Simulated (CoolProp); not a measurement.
R365MFC along the isotherm 427 K: fugacity coefficient from the reference equation and from simpler models built on Tc = 460.0 K, pc = 3266 kPa, ω = 0.377; each cubic takes its own stable root.

Values from CoolProp's reference Helmholtz-energy equation of state, Lemmon 2016.

| p (kPa) | phase | reference | van der Waals | Soave-Redlich-Kwong | Peng-Robinson |
|---|---|---|---|---|---|
| 408 | gas | 0.9428 | 0.9558 | 0.9453 | 0.9404 |
| 817 | gas | 0.8862 | 0.9116 | 0.8911 | 0.8820 |
| 1220 | gas | 0.8307 | ___ | 0.8380 | 0.8254 |
| 1630 | gas | 0.7737 | 0.8231 | 0.7836 | 0.7681 |
| 2040 | liquid | 0.6728 | 0.7771 | 0.6941 | ___ |
| 2450 | liquid | 0.5711 | 0.7234 | 0.5911 | ___ |
| 2860 | liquid | 0.4986 | 0.6396 | 0.5177 | 0.5003 |
| 3270 | liquid | 0.4443 | 0.5768 | ___ | 0.4460 |
| 3670 | liquid | 0.4032 | 0.5290 | 0.4210 | ___ |
| 4080 | liquid | 0.3694 | 0.4899 | ___ | 0.3711 |
| 4490 | liquid | 0.3419 | 0.4581 | 0.3589 | ___ |
| 4900 | liquid | 0.3191 | 0.4317 | 0.3357 | 0.3206 |

Problem. Some entries are withheld; supply them.

Solution. 
- 1220, van der Waals: 0.8679
- 2040, Peng-Robinson: 0.6742
- 2450, Peng-Robinson: 0.5726
- 3270, Soave-Redlich-Kwong: 0.4627
- 3670, Peng-Robinson: 0.4049
- 4080, Soave-Redlich-Kwong: 0.3868
- 4490, Peng-Robinson: 0.3435

At some of these states van der Waals gives the other phase, because its saturation line lies elsewhere.
